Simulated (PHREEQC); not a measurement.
Dissolve 17 mmol/kgw HF, 0.22 mmol/kgw NH4HF2, 0.05 mmol/kgw (NH4)2SiF6 and 0.13 mmol/kgw H2SO4 at 75 °C and 50 atm. Closed to the air; pH follows from the charge balance.

Model: ion-association model, phreeqc.dat, run in PHREEQC.

Task: The ionic strength comes out as 0.00261 mol/kgw. What activity coefficients do SiF6-2, H+, F-, NH4+, HF2- get?

Result: SiF6-2 0.78, H+ 0.94, F- 0.94, NH4+ 0.94, HF2- 0.94.

No solid was allowed to form. Under pressure, the constants of complexes without a molar volume in the database are unreliable. Constants without temperature data keep their 25 °C values here. SiF6-2 is the database's only silicon fluoride.
